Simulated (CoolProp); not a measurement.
Vapour-liquid equilibrium of propane (1) + isopentane (2) at 41.15 °C; x and y are mole fractions of (1).

Computed with CoolProp (multi-fluid Helmholtz-energy mixture model, Lemmon 2009 and Lemmon 2006; pair parameters Kunz 2012).

| x | bubble pressure (MPa) | y at the bubble point | dew pressure at overall composition x (MPa) | liquid density (mol/L) |
|---|---|---|---|---|
| 0.05 | 0.2252 | 0.319 | 0.1650 | 8.371 |
| 0.15 | 0.3531 | 0.591 | 0.1833 | 8.558 |
| 0.25 | 0.4739 | 0.716 | 0.2061 | 8.776 |
| 0.35 | 0.5912 | 0.792 | 0.2351 | 9.020 |
| 0.45 | 0.7077 | 0.844 | 0.2733 | 9.285 |
| 0.55 | 0.8250 | 0.883 | 0.3257 | 9.563 |
| 0.65 | 0.9445 | 0.915 | 0.4017 | 9.841 |
| 0.75 | 1.067 | 0.942 | 0.5204 | 10.11 |
| 0.85 | 1.196 | 0.966 | 0.7245 | 10.34 |
| 0.95 | 1.333 | 0.988 | 1.110 | 10.50 |

No azeotrope shows between x = 0.05 and 0.95.

Pair parameters are fitted to limited data, so mixtures are less certain than the pure fluids. The gap from Raoult's law changes sign with composition, which may be real or a fault of the pair parameters; it wasn't checked against measurements.
